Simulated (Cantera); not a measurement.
Thermodynamics of silicon oxide and oxynitride deposition, feed HMDSO + O₂ + N₂

Input: 1 mol HMDSO, 12 mol O₂, a varied amount of N₂, equilibrated at 902 °C and 100000 Pa.

Equilibrium computed with Cantera from the NASA thermochemical tables; the gas is ideal and each condensed phase is pure. Candidate condensed phases: C, C₆H₆, C₇H₈, C₈H₁₈, H₂O, Si, SiC, SiO₂, Si₂N₂O, Si₃N₄; 151 gas species. The feed counts by its element totals alone. The tables hold silica as quartz up to 1696 K and as liquid above; real silica turns to tridymite and cristobalite and melts near 1996 K. The numbers say what is thermodynamically allowed, not how fast it happens.

| n(N₂) (mol) | log p N₂ | log p H₂O | log p CO₂ | log p H₂ | log p CO | log p O₂ | log p NO | log p OH | n SiO₂(β-quartz) |
|---|---|---|---|---|---|---|---|---|---|
| 4 | -0.68 | -0.32 | -0.50 | -5.61 | -5.68 | -5.68 | -6.58 | -6.59 | 2.00 |
| 6.3 | -0.53 | -0.37 | -0.55 | -5.64 | -5.71 | -5.72 | -6.53 | -6.62 | 2.00 |
| 10 | -0.40 | -0.44 | -0.62 | -5.69 | -5.75 | -5.77 | -6.49 | -6.67 | 2.00 |
| 16 | -0.29 | -0.54 | -0.71 | -5.74 | -5.81 | -5.84 | -6.47 | -6.73 | 2.00 |
| 26 | -0.20 | -0.66 | -0.83 | -5.82 | -5.89 | -5.93 | -6.46 | -6.82 | 2.00 |
| 41 | -0.14 | -0.79 | -0.97 | -5.91 | -5.98 | -6.02 | -6.48 | -6.91 | 2.00 |
| 65 | -0.09 | -0.95 | -1.12 | -6.01 | -6.08 | -6.13 | -6.52 | -7.01 | 2.00 |
| 100 | -0.06 | -1.11 | -1.28 | -6.11 | -6.18 | -6.25 | -6.56 | -7.12 | 2.00 |
| 170 | -0.04 | -1.31 | -1.49 | -6.24 | -6.31 | -6.40 | -6.62 | -7.26 | 2.00 |
log p: log10 of the partial pressure in bar; n: condensed amount in mol.

From 4 mol N₂ to 170 mol N₂ the condensed part is SiO₂(β-quartz).
